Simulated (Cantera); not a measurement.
## Stirred combustor or abatement burner

A perfectly stirred reactor is fed with 4.86 % CH₃OH, 17.4 % O₂, 65.1 % N₂, 12.6 % H₂O, at 32000 Pa; it is adiabatic with a 698 K inlet, and is followed from long to short residence time, starting on the burning branch (τ in s: 0.082, 0.025, 0.0074, 0.0022, 0.00067, 0.0002, 6e-05, 1.8e-05, 5.4e-06).

Computed with Cantera and GRI-Mech 3.0 (53 species, 325 reactions). GRI-Mech 3.0 was tuned for natural gas; its chemistry of methanol as a main component is partial and can be far from experiment.

| τ (s) | T (K) | x CH₃OH | x O₂ | x H₂O | x CH₃ | x C₂H₆ | x N₂O | x HO₂ |
|---|---|---|---|---|---|---|---|---|
| 0.082 | 1557 | 1.02e-5 | 0.0982 | 0.217 | 3.20e-8 | <1e-12 | 2.68e-7 | 5.92e-6 |
| 0.025 | 1546 | 2.23e-5 | 0.0984 | 0.216 | 1.22e-7 | <1e-12 | 2.31e-7 | 1.24e-5 |
| 0.0074 | 1523 | 5.26e-5 | 0.0992 | 0.215 | 4.93e-7 | 7.45e-12 | 1.77e-7 | 2.64e-5 |
| 0.0022 | 1472 | 0.000165 | 0.102 | 0.213 | 1.99e-6 | 1.46e-10 | 1.18e-7 | 6.92e-5 |
| 0.00067 | 698 | 0.0486 | 0.174 | 0.126 | <1e-12 | <1e-12 | <1e-12 | <1e-12 |
| 0.00020 | 698 | 0.0486 | 0.174 | 0.126 | <1e-12 | <1e-12 | <1e-12 | <1e-12 |
| 6.0e-5 | 698 | 0.0486 | 0.174 | 0.126 | <1e-12 | <1e-12 | <1e-12 | <1e-12 |
| 1.8e-5 | 698 | 0.0486 | 0.174 | 0.126 | <1e-12 | <1e-12 | <1e-12 | <1e-12 |
| 5.4e-6 | 698 | 0.0486 | 0.174 | 0.126 | <1e-12 | <1e-12 | <1e-12 | <1e-12 |
x: mole fraction; the columns are a selection and need not sum to one.
